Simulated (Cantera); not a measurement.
A closed system holds: 1 mol CF₄, 0.037 mol Si, 0.078 mol H₂, 0.076 mol CH₄, at 3048.15 K and 1.00 Pa.

Equilibrium computed with Cantera from the NASA thermochemical tables; the gas is ideal and each condensed phase is pure. Candidate condensed phases: C, C₆H₆, C₇H₈, C₈H₁₈, Si, SiC; 113 gas species. The tables' values for SiF, SiF₂ are old estimates; treat these amounts as uncertain. Rates play no part.

Base state: F 0.719, C 0.185, H 0.0807, Si 0.00650, C₂ 0.00287, HF 0.00258, CF 0.00214, C₃ 0.000650 (mole fractions); condensed: gas only.

Task: What changes in the equilibrium state with this change: H₂ from 0.078 to 1.4 mol?

Result: 
```json
[
 {"species": "F", "before": "0.719", "after": "0.483"},
 {"species": "H", "before": "0.0807", "after": "0.374"},
 {"species": "C", "before": "0.185", "after": "0.128"},
 {"species": "Si", "before": "0.00650", "after": "0.00446"},
 {"species": "H₂", "before": "1.95e-6", "after": "4.19e-5"},
 {"species": "SiF₂", "before": "1.56e-5", "after": "4.84e-6"}
]
```
The tables' values for SiF are old estimates; treat these amounts as uncertain.
